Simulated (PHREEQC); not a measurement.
Consider water at 60 °C with 0.078 mol/kgw KH2PO4 and 2.1e-07 mol/kgw H4SiO4. Closed to the air; pH follows from the charge balance.

All values are PHREEQC results (ion-association model, phreeqc.dat), not measurements.

The ionic strength comes out as 0.0784 mol/kgw. What activity coefficients do H+, K+, HPO4-2, H2PO4-, KHPO4- get?

H+ 0.83, K+ 0.77, HPO4-2 0.38, H2PO4- 0.79, KHPO4- 0.79.

Precipitation was switched off in this run. Constants without temperature data keep their 25 °C values here.
